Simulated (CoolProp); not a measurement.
Carbon dioxide at 845.82 K and 4.38 MPa is compressed adiabatically to 30.6 MPa with isentropic efficiency 0.85. Each further row changes one setting.

Values from CoolProp's reference Helmholtz-energy equation of state, Span 1996.

| case | work (kJ/kg) | final temperature (K) | final density (kg/m³) |
|---|---|---|---|
| as stated | 442 | 1201.5 | 125 |
| efficiency 1 | 376 | 1151.0 | 131 |
| efficiency 0.65 | 578 | 1304.3 | 115 |
